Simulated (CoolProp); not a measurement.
Methane at several states: density (kg/m³) from the reference equation and from simpler models built on Tc = -82.6 °C, pc = 45.99 bar, ω = 0.011; each cubic takes its own stable root.

Model: reference Helmholtz-energy equation of state, Setzmann 1991, in CoolProp.

```csv
T (°C),p (bar),phase,reference
-91.85,5.24,gas,5.843
-33.05,11.3,gas,9.472
-40.75,3.07,gas,2.581
```

Q: How far does each simpler model (ideal gas, van der Waals, Redlich-Kwong, Soave-Redlich-Kwong, Peng-Robinson) lie from the reference over these 3 states: mean and median of the absolute difference, and the worst?

A: 
- ideal gas: mean 3.3 %, median 4.1 %, worst -4.6 % at -91.85 °C and 5.24 bar
- van der Waals: mean 0.3 %, median 0.1 %, worst -0.6 % at -91.85 °C and 5.24 bar
- Redlich-Kwong: mean 0.1 %, median 0.1 %, worst +0.1 % at -33.05 °C and 11.3 bar
- Soave-Redlich-Kwong: mean 0.0 %, median 0.1 %, worst +0.1 % at -91.85 °C and 5.24 bar
- Peng-Robinson: mean 0.5 %, median 0.5 %, worst +0.8 % at -33.05 °C and 11.3 bar
